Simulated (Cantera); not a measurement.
A Cantera script and what it prints.

```python
import numpy as np
import cantera as ct

gas_names = """
    CL CL2 H HCL H2 Si SiCL SiCL2 SiCL3 SiCL4 SiH SiHCL3 SiH2 SiH2CL2 SiH3 SiH3CL SiH4 Si2 Si3
""".split()
cond_names = """
    Si(cr) Si(L)
""".split()


# ... load() reads the species with a 1 bar reference pressure and builds the phases ...
atoms = {
    'SiCl4': {'Si': 1, 'CL': 4},
    'H2': {'H': 2},
}
top_T = {}  # K; cautious upper limits of use, not melting points


# ... equilibrate(T, P, feed) seeds the gas with the atoms and calls Mixture.equilibrate('TP', solver="vcs", rtol=1e-11, max_steps=5000) ...
results = []
feed = {'SiCl4': 1, 'H2': 43}  # mol
T = 2273.15  # K
P = 49000  # Pa
mix = equilibrate(T, P, feed)
results.append((T, P, feed, dict(zip(mix.species_names, mix.species_moles))))
print(gas.report(threshold=1e-06))
for i in range(1, mix.n_phases):
    print(f"{mix.phase(i).name:16s} {mix.phase_moles(i):12.5e} mol")
```

Output:

```
       temperature   2273.2 K
          pressure   49000 Pa
           density   0.013954 kg/m^3
  mean mol. weight   5.3821 kg/kmol
   phase of matter   gas

                          1 kg             1 kmol
                     ---------------   ---------------
          enthalpy        1.0884e+07        5.8578e+07  J
   internal energy        7.3722e+06        3.9678e+07  J
           entropy             38594        2.0771e+05  J/K
    Gibbs function       -7.6846e+07       -4.1359e+08  J
 heat capacity c_p            6537.1             35183  J/K
 heat capacity c_v            4992.3             26869  J/K

                      mass frac. Y      mole frac. X     chem. pot. / RT
                     ---------------   ---------------   ---------------
                CL         0.0040925        0.00062133           -24.671
                 H         0.0021427          0.011441           -10.353
               HCL           0.46233          0.068251           -35.024
                H2            0.3399           0.90742           -20.706
                Si          0.007799         0.0014946           -6.5983
              SiCL         0.0082473        0.00069863           -31.269
             SiCL2           0.16967         0.0092257            -55.94
             SiCL3         0.0011459        4.5876e-05           -80.612
               SiH          0.002077        0.00038423           -16.952
            SiHCL3        3.8183e-05        1.5173e-06           -90.965
              SiH2         0.0021076        0.00037684           -27.305
           SiH2CL2        4.9352e-05        2.6298e-06           -76.647
            SiH3CL        1.8237e-05        1.4746e-06           -62.329
               Si2        0.00028683        2.7484e-05           -13.197
               Si3        8.1416e-05        5.2007e-06           -19.795
     [   +4 minor]        1.2722e-05        1.3091e-06

Si(L)             4.41850e-01 mol
```

These are equilibrium values from Cantera (NASA tables, ideal gas, pure condensed phases), not measurements of a reactor. The tables' values for SiCl, SiCl3 are old estimates; treat these amounts as uncertain. Gases not in the tables: Si2H6 and higher silanes.
